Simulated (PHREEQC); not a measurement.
A solution holds 1.2 mmol/kgw FeCl2, at 25 °C. Closed to the air; pH follows from the charge balance.

Computed with PHREEQC (ion-association model, phreeqc.dat).

**Question.** The ionic strength comes out as 0.00359 mol/kgw. What activity coefficients do Cl-, FeCl+, Fe+2 get?

**Answer.** Cl- 0.94, FeCl+ 0.94, Fe+2 0.78.

Precipitation was switched off in this run. Species that the database lacks are ignored.
